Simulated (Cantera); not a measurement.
A closed system holds: 1 mol Al, 23 mol H2O, 830 mol N2, equilibrated at 575 °C and 35.0 Pa.

Equilibrium computed with Cantera from the NASA thermochemical tables; the gas is ideal and each condensed phase is pure. Candidate condensed phases: Al, AlN, Al2O3, H2O; 35 gas species. The numbers say what is thermodynamically allowed, not how fast it happens.

Base state: N2 0.973, H2O 0.0252, H2 0.00176 (mole fractions); condensed: Al2O3(s).

What changes in the equilibrium state with this change: Al replaced by Al(CH3)3?


| species | before | after |
|---|---|---|
| N2 | 0.973 | 0.965 |
| H2O | 0.0252 | 0.0187 |
| H2 | 0.00176 | 0.0133 |
| CO2 | 0 | 0.00283 |
| CO | 0 | 0.000653 |
| Al2O3(s), mol | 0.500 | 0.500 |
The feed counts by its element totals alone. Further candidate phases: C, C6H6, C7H8, C8H18.
